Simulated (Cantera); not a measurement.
Gas mixture: N₂O = 0.75 (molar parts), at 5.00 bar, frozen composition.

Cantera's kinetic-theory transport with the Lennard-Jones parameters of GRI-Mech 3.0, ideal gas; thermal conductivity in the multicomponent form.

One state of this run: ρ (kg/m³) = 3.78; cp (J/kg/K) = 1150; μ (µPa s) = 30.8; λ (mW/m/K) = 47.7; Pr = 0.743; D (cm²/s) OH = 0.220; D (cm²/s) CH₄ = 0.159; D (cm²/s) N₂ = 0.142. D: mixture-averaged diffusion coefficient of that species in the mixture.

Which value of T (K) does it belong to?
A. 700
B. 800
C. 900
D. 1000

A, 700
